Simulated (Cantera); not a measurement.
What does this Cantera script print?

```python
import numpy as np
import cantera as ct

gas_names = """
    C CN CO CO2 C2 CCN CNC C2N2 C2O C3 C3O2 C4 C4N2 C5 N NCO NO NO2 NO3 N2 N2O O O2 O3 Pb PbO Pb2
""".split()
cond_names = """
    C(gr) Pb(cr) Pb(L) PbO(rd) PbO(yw) PbO(L) PbO2(s) Pb3O4(s)
""".split()


def load(file, names, dense=False):
    # The tables refer to 1 bar. Condensed volumes are neglected.
    table = {s.name: s for s in ct.Species.list_from_file(file)}
    out = []
    for n in names:
        d = dict(table[n].input_data)
        d["thermo"] = dict(d["thermo"], **{"reference-pressure": 1e5})
        if dense:
            d["equation-of-state"] = {"model": "constant-volume", "density": "1e6 g/cm^3"}
        out.append(ct.Species.from_dict(d))
    return out


gas = ct.Solution(thermo="ideal-gas", species=load("nasa_gas.yaml", gas_names))
cond = {s.name: ct.Solution(thermo="fixed-stoichiometry", species=[s], name=s.name)
        for s in load("nasa_condensed.yaml", cond_names, dense=True)}
atoms = {
    'PbO': {'Pb': 1, 'O': 1},
    'CO': {'C': 1, 'O': 1},
    'N2': {'N': 2},
}
top_T = {'C(gr)': 4500, 'Pb3O4(s)': 820}  # K; cautious upper limits of use, not melting points


def equilibrate(T, P, feed):
    n = {}
    for name, mol in feed.items():
        for a, k in atoms[name].items():
            n[a] = n.get(a, 0.0) + k * mol
    gas.TPX = T, P, n
    mass = sum(n.values()) * gas.mean_molecular_weight
    gas.equilibrate("TP")
    valid = [c for c in cond.values() if c.min_temp <= T <= top_T.get(c.name, c.max_temp)]
    mix = ct.Mixture([(gas, mass / gas.mean_molecular_weight)] + [(c, 0.0) for c in valid])
    mix.T, mix.P = T, P
    mix.equilibrate("TP", solver="vcs", rtol=1e-11, max_steps=5000)
    return mix


results = []
feed = {'PbO': 1, 'CO': 1.5, 'N2': 75}  # mol
T = 1225  # K
P = 34  # Pa
mix = equilibrate(T, P, feed)
results.append((T, P, feed, dict(zip(mix.species_names, mix.species_moles))))
x = sorted(zip(gas.X, gas.species_names), reverse=True)
print(f"T = {T:g} K  P = {P:g} Pa  gas = {mix.phase_moles(0):.4g} mol")
print("   x: " + "  ".join(f"{s} {v:.3e}" for v, s in x if v > 1e-06))
print("   condensed (mol): " + ("  ".join(f"{mix.phase(i).name} {mix.phase_moles(i):.4g}"
      for i in range(1, mix.n_phases) if mix.phase_moles(i) > 1e-12) or "none"))
```

Result:

```
T = 1225 K  P = 34 Pa  gas = 77.5 mol
   x: N2 9.677e-01  CO2 1.290e-02  Pb 1.290e-02  CO 6.453e-03  PbO 1.572e-06
   condensed (mol): none
```

Cantera equilibrium calculation (NASA polynomials, part measured and part estimated; ideal gas, pure solids and liquids).
